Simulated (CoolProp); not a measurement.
Saturated liquid density (kg/m³) of carbon monoxide: the reference equation beside estimates from Tc = 132.9 K, pc = 3498 kPa, ω = 0.050. Rackett uses Z = 0.29056 − 0.08775 ω.

Computed with CoolProp (reference Helmholtz-energy equation of state, Lemmon 2006). It is a short technical equation, of lower accuracy than the large ones.

| T (K) | reference | Rackett | van der Waals | Redlich-Kwong | Soave-Redlich-Kwong | Peng-Robinson |
|---|---|---|---|---|---|---|
| 79.4 | 802.9 | 813.1 | 547.7 | 806.4 | 801.5 | 905.0 |
| 83.8 | 783.7 | 794.3 | 535.0 | 784.6 | 780.8 | 882.4 |
| 88.3 | 763.3 | [?] | 521.4 | 760.7 | 758.1 | 857.6 |
| 92.7 | 742.5 | 753.8 | 507.3 | 735.8 | 734.3 | 831.3 |
| 97.1 | 720.5 | 732.3 | 492.3 | 709.0 | 708.6 | 802.7 |
| 101.5 | 697.3 | 709.5 | 476.2 | 680.2 | 680.7 | 771.5 |
| 106 | 671.9 | [?] | 458.3 | 648.1 | 649.6 | 736.4 |
| 110.4 | 644.9 | 658.0 | 439.3 | [?] | 616.0 | 698.2 |
| 114.8 | 615.1 | 628.8 | 418.2 | 575.8 | 578.6 | 655.1 |
| 119.2 | 581.3 | 595.6 | 394.2 | 532.8 | 536.0 | 605.6 |

### Question
Complete the blanks.

### Answer

- 88.3, Rackett: 774.3
- 106, Rackett: 684.5
- 110.4, Redlich-Kwong: 613.8

Absolute difference from the reference over all 10 rows, mean and median: Rackett 1.8 and 1.7 %, van der Waals 31.8 and 31.8 %, Redlich-Kwong 2.9 and 2.0 %, Soave-Redlich-Kwong 2.8 and 2.0 %, Peng-Robinson 10.0 and 11.0 %.
